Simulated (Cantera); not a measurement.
A closed system holds: 1 mol SiH4, 0.54 mol NH3, 0.59 mol H2, held at 0.0280 bar.

These are equilibrium values from Cantera (NASA tables, ideal gas, pure condensed phases), not measurements of a reactor. Candidate condensed phases: Si, Si3N4; 18 gas species. Mutual solubility and eutectic melting of coexisting phases are not modelled. Kinetics and transport are ignored.

**Question.** At 1648 K, list the 3 most abundant gas species with their mole fractions, and the condensed phases.

**Answer.** H2 0.976, N2 0.0238, H 0.000526. Condensed: Si(s) + Si3N4(s).
